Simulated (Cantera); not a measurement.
Input: 1 mol Cu, 0.015 mol H₂O, 54 mol CO, at 101000 Pa.

Equilibrium computed with Cantera from the NASA thermochemical tables; the gas is ideal and each condensed phase is pure. Candidate condensed phases: C, C₆H₆, C₇H₈, C₈H₁₈, Cu, CuO, Cu(OH)₂, Cu₂O, H₂O; 113 gas species. Rates play no part.

Task: Which condensed phases are stable at each of these points (T (K)): 1048, 1148, 1248, 1348, 1448, 1548, 1648, 1748, 1848, 1948?

Result: 
```json
[
 {"T (K)": "1048", "condensed phases": "C(graphite) + Cu(s)", "Cu condensed (%)": "100.0"},
 {"T (K)": "1148", "condensed phases": "C(graphite) + Cu(s)", "Cu condensed (%)": "100.0"},
 {"T (K)": "1248", "condensed phases": "C(graphite) + Cu(s)", "Cu condensed (%)": "100.0"},
 {"T (K)": "1348", "condensed phases": "C(graphite) + Cu(s)", "Cu condensed (%)": "100.0"},
 {"T (K)": "1448", "condensed phases": "C(graphite) + Cu(l)", "Cu condensed (%)": "100.0"},
 {"T (K)": "1548", "condensed phases": "C(graphite) + Cu(l)", "Cu condensed (%)": "99.9"},
 {"T (K)": "1648", "condensed phases": "Cu(l)", "Cu condensed (%)": "99.6"},
 {"T (K)": "1748", "condensed phases": "Cu(l)", "Cu condensed (%)": "98.4"},
 {"T (K)": "1848", "condensed phases": "Cu(l)", "Cu condensed (%)": "95.0"},
 {"T (K)": "1948", "condensed phases": "Cu(l)", "Cu condensed (%)": "85.9"}
]
```

From 1048 K to 1348 K the condensed part is C(graphite) + Cu(s). From 1448 K to 1548 K the condensed part is C(graphite) + Cu(l). From 1648 K to 1948 K the condensed part is Cu(l).
